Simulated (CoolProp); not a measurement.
Saturation properties of methane (Tc = 190.6 K, pc = 4599 kPa, ω = 0.011).

Values from CoolProp's reference Helmholtz-energy equation of state, Setzmann 1991.

```tsv
T (K)	p (kPa)	enthalpy of vaporisation (kJ/kg)	liquid cp (kJ/(kg K))	vapour viscosity (µPa s)	liquid conductivity (mW/(m K))
115	132.2	504.6	3.506	4.38	179
117.9	164.5	498.9	3.531	4.50	175
120.7	201.1	493.1	3.556	4.61	171
123.6	245.1	486.9	3.584	4.73	167
126.4	294.1	480.6	3.615	4.84	163
129.3	352.1	473.7	3.649	4.96	159
132.1	415.8	466.8	3.686	5.07	155
135	490.4	459.2	3.728	5.20	151
137.8	571.2	451.5	3.773	5.32	147
140.7	664.7	443.1	3.826	5.44	143
143.5	765.1	434.5	3.883	5.57	139
146.4	880.3	425.1	3.951	5.71	134
```

It boils at 111.7 K under 1 atm.

Viscosity comes from a separate model (Quiñones-Cisneros 2006). Thermal conductivity comes from a separate model (Friend 1989).
